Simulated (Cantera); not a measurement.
A closed system holds: 1 mol CF4, 0.6 mol CH4, equilibrated at 2200 K.

Cantera equilibrium calculation (NASA polynomials, part measured and part estimated; ideal gas, pure solids and liquids). Candidate condensed phases: C, C6H6, C7H8, C8H18; 95 gas species. Gases not in the tables: C2F6 and larger saturated fluorocarbons. Kinetics and transport are ignored.

x: gas mole fraction; n: condensed amount in mol.

| P (Pa) | x HF | x F | x CF4 | x CF2 | x CF | n C(graphite) |
|---|---|---|---|---|---|---|
| 1 | 0.594 | 0.395 | 1.45e-8 | 0.00191 | 0.00448 | 1.57 |
| 5.20 | 0.604 | 0.381 | (withheld) | (withheld) | 0.00432 | 1.55 |
| 27 | 0.622 | (withheld) | (withheld) | (withheld) | (withheld) | 1.44 |
| 140 | 0.666 | 0.233 | 0.00484 | 0.0930 | 0.00264 | 1.23 |
| 720 | 0.735 | 0.113 | 0.0360 | 0.112 | 0.00128 | 1.10 |
| 3700 | 0.798 | 0.0407 | 0.0827 | 0.0748 | 0.000461 | 1.11 |
| 19000 | 0.832 | 0.0129 | 0.114 | 0.0387 | 0.000146 | 1.15 |
| 100000 | 0.846 | 0.00384 | 0.129 | 0.0180 | 4.35e-5 | 1.18 |

Task: Fill in the missing entries.

Result: 
- 5.20, x CF4: 1.78e-6
- 5.20, x CF2: 0.00925
- 27, x F: 0.336
- 27, x CF4: 0.000150
- 27, x CF2: 0.0373
- 27, x CF: 0.00381
